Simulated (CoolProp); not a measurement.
Values from CoolProp's reference Helmholtz-energy equation of state, Pan 2012.

For R236FA, give the phase and the Z, speed of sound (m/s), Joule-Thomson coefficient (K/MPa), expansivity (1/kK) at 349.4 K and 4190 kPa; 288.4 K and 308 kPa.


- 349.4 K and 4190 kPa: liquid; Z 0.184, speed of sound 367, Joule-Thomson coefficient 0.151, expansivity 3.56
- 288.4 K and 308 kPa: liquid; Z 0.0140, speed of sound 569, Joule-Thomson coefficient -0.184, expansivity 2.38
